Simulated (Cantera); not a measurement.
A Cantera script and what it prints.

```python
import numpy as np
import cantera as ct

gas_names = """
    CL CL2 H HCL H2 N NH NH2 NH3 N2 N2H2 N2H4 Si SiCL SiCL2 SiCL3 SiCL4 SiH SiHCL3 SiH2 SiH2CL2 SiH3
    SiH3CL SiH4 SiN Si2 Si2N Si3
""".split()
cond_names = """
    NH4CL(a) NH4CL(b) Si(cr) Si(L) Si3N4(a)
""".split()


# ... load() reads the species with a 1 bar reference pressure and builds the phases ...
atoms = {
    'Si2Cl6': {'Si': 2, 'CL': 6},
    'N2': {'N': 2},
    'H2': {'H': 2},
}
top_T = {'Si3N4(a)': 2400}  # K; cautious upper limits of use, not melting points


# ... equilibrate(T, P, feed) seeds the gas with the atoms and calls Mixture.equilibrate('TP', solver="vcs", rtol=1e-11, max_steps=5000) ...
results = []
feed = {'Si2Cl6': 1, 'N2': 77, 'H2': 0.43}  # mol
T = 1500  # K
P = 17000  # Pa
mix = equilibrate(T, P, feed)
results.append((T, P, feed, dict(zip(mix.species_names, mix.species_moles))))
print(gas.report(threshold=0.001))
for i in range(1, mix.n_phases):
    print(f"{mix.phase(i).name:16s} {mix.phase_moles(i):12.5e} mol")
```

Output:

```
       temperature   1500 K
          pressure   17000 Pa
           density   0.041456 kg/m^3
  mean mol. weight   30.413 kg/kmol
   phase of matter   gas

                          1 kg             1 kmol
                     ---------------   ---------------
          enthalpy        9.6632e+05        2.9389e+07  J
   internal energy        5.5624e+05        1.6917e+07  J
           entropy              8623        2.6225e+05  J/K
    Gibbs function       -1.1968e+07       -3.6399e+08  J
 heat capacity c_p              1178             35827  J/K
 heat capacity c_v            904.62             27513  J/K

                      mass frac. Y      mole frac. X     chem. pot. / RT
                     ---------------   ---------------   ---------------
               HCL          0.012419           0.01036           -39.146
                N2           0.89231           0.96873           -27.816
             SiCL2          0.020819         0.0063966           -59.582
             SiCL3          0.019628         0.0044405           -84.363
             SiCL4          0.054681         0.0097892           -109.14
     [  +23 minor]         0.0001453        0.00028191

Si(cr)            0.00000e+00 mol
Si3N4(a)          1.21284e-01 mol
```

Cantera equilibrium calculation (NASA polynomials, part measured and part estimated; ideal gas, pure solids and liquids). The feed counts by its element totals alone. The tables' values for SiCl3 are old estimates; treat these amounts as uncertain.
